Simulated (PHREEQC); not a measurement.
0.61 g of hydrous ferric oxide (600 m²/g; 0.2 weak and 0.005 strong sites per Fe, Dzombak-Morel constants, diffuse double layer) in 1 kg of water with 0.01 mol/kgw of an inert sodium salt and 0.00018 mol/kgw ZnSO4 and 2.1e-05 mol/kgw NaH2PO4, at 25 °C; the pH is set by adding NaOH or the inert anion's acid. Oxygen alone is held at its pressure in air (log pO2 = -0.68). The system is closed to CO2. No solid was allowed to form.

The series has 17 steps of pH, from 4 to 10.

Equilibrium calculation in PHREEQC: ion-association model, wateq4f.dat.

**Question.** Near which pH is half of the S sorbed, and on which side is more sorbed?

**Answer.** Near pH 6.6, with more sorbed at lower pH.

**Question.** Near which pH is half of the Zn sorbed, and on which side is more sorbed?

**Answer.** Near pH 6.4, with more sorbed at higher pH.

**Question.** Near which pH is half of the P sorbed, and on which side is more sorbed?

**Answer.** Near pH 9.5, with more sorbed at lower pH.

H3PO4, which wateq4f.dat lacks, is added to it with the constant of phreeqc.dat. The database has no phosphate complexes of Zn.
